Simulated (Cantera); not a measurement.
Predominance diagram of V at 1177 °C against the partial pressures of O2 and N2 (log10, bar). Source: NASA polynomial tables (part measured, part estimated), evaluated in Cantera. Candidates: V(s), VN(s), VO(s), V2O3(s), V2O4(s), V2O5(l). Only these pure phases compete in this equilibrium. VN, VO: taken at fixed stoichiometry. Not in the tables: V3O5 to V6O13, V2N.

Question: Which phase is stable at these pairs, and which metal-bearing vapour leads over it? (-5.9, -5.3); (0, -14.7); (-4.4, -14.7); (-11.8, -4); (-14, -6.7); (-13.3, -2.7); (-11.1, -1.3)

Answer: 
| log p(O2) | log p(N2) | phase | chief vapour | log p (bar) |
|---|---|---|---|---|
| -5.9 | -5.3 | V2O4(s) | VO2 | -7.6 |
| 0 | -14.7 | V2O5(l) | VO2 | -8.0 |
| -4.4 | -14.7 | V2O4(s) | VO2 | -7.6 |
| -11.8 | -4 | V2O3(s) | VO2 | -8.7 |
| -14 | -6.7 | V2O3(s) | VO2 | -9.3 |
| -13.3 | -2.7 | V2O3(s) | VO2 | -9.1 |
| -11.1 | -1.3 | V2O3(s) | VO2 | -8.5 |
